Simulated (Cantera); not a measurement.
A freely propagating, adiabatic, planar premixed flame of H2 : O2 : N2 = 1 : 0.704 : 2.65 (molar parts), unburnt at 700 K and 263 Torr; mixture-averaged transport, grid criteria slope 0.08 and curve 0.16, no radiation.

Model: the H2/O2 subset of GRI-Mech 3.0, which has no nitrogen chemistry, integrated in Cantera. Burning velocities carry a grid error of a few per cent, more on coarse grids.

Q: What does this change do: 0.17 parts H2O added?

A: 
```csv
quantity,before,after
laminar burning velocity,772 cm/s,730 cm/s
thermal thickness,1.99 mm,1.90 mm
peak x(HO2),9.15e-5,0.000115
peak x(H),0.0533,0.0469
peak x(H2O2),2.71e-6,2.99e-6
peak x(O),0.0185,0.0157
```

Q: What does this change do: inlet temperature 700 to 448 K?

A: 
```csv
quantity,before,after
laminar burning velocity,772 cm/s,297 cm/s
thermal thickness,1.99 mm,1.56 mm
peak x(HO2),9.15e-5,0.000196
peak x(H),0.0533,0.0367
peak x(H2O2),2.71e-6,2.38e-5
peak x(O),0.0185,0.0134
```

Q: What does this change do: O2 0.704 to 0.9 parts?

A: 
| quantity | before | after |
|---|---|---|
| laminar burning velocity | 772 cm/s | 785 cm/s |
| thermal thickness | 1.99 mm | 1.79 mm |
| peak x(HO2) | 9.15e-5 | 0.000109 |
| peak x(H) | 0.0533 | 0.0457 |
| peak x(H2O2) | 2.71e-6 | 3.55e-6 |
| peak x(O) | 0.0185 | 0.0221 |
Lean hydrogen flames are cellular in practice and burn faster than this planar one.
